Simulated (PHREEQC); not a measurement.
Make-up at 60 °C: 0.0012 mol NaOH, 0.0036 mol NaAlO2 and 0.032 mol Na2CO3 per kg of water. Closed to the air; pH follows from the charge balance.

Computed with PHREEQC (ion-association model, phreeqc.dat).

Problem. The ionic strength comes out as 0.0595 mol/kgw. What activity coefficients do Al(OH)4-, OH-, NaCO3-, CO3-2, HCO3- get?

Solution. Al(OH)4- 0.80, OH- 0.79, NaCO3- 0.80, CO3-2 0.43, HCO3- 0.81.

No solid was allowed to form. The solution is supersaturated, for example in Gibbsite (slow to form), so a real one may precipitate; this is no full list. Species that the database lacks are ignored. At this temperature some constants are extrapolated from 25 °C, and those without enthalpy data are left unchanged.
